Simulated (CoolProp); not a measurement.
Decamethyltetrasiloxane (MD2M) along the isotherm 600 K: fugacity coefficient from the reference equation and from simpler models built on Tc = 599.4 K, pc = 1144 kPa, ω = 0.635; each cubic takes its own stable root.

Model: reference Helmholtz-energy equation of state, Thol 2017, in CoolProp.

| p (kPa) | phase | reference | van der Waals | Redlich-Kwong | Soave-Redlich-Kwong |
|---|---|---|---|---|---|
| 358 | gas | 0.9015 | 0.9079 | 0.8956 | 0.8957 |
| 715 | gas | 0.8046 | 0.8159 | 0.7941 | 0.7943 |
| 1070 | gas | 0.7025 | 0.7193 | 0.6910 | 0.6914 |
| 1430 | supercritical | 0.5678 | 0.5967 | 0.5661 | 0.5670 |
| 1790 | supercritical | 0.4770 | 0.5139 | 0.4814 | 0.4822 |
| 2150 | supercritical | 0.4167 | 0.4590 | 0.4246 | 0.4254 |
| 2500 | supercritical | 0.3749 | 0.4214 | 0.3851 | 0.3858 |
| 2860 | supercritical | 0.3429 | 0.3932 | 0.3549 | 0.3555 |
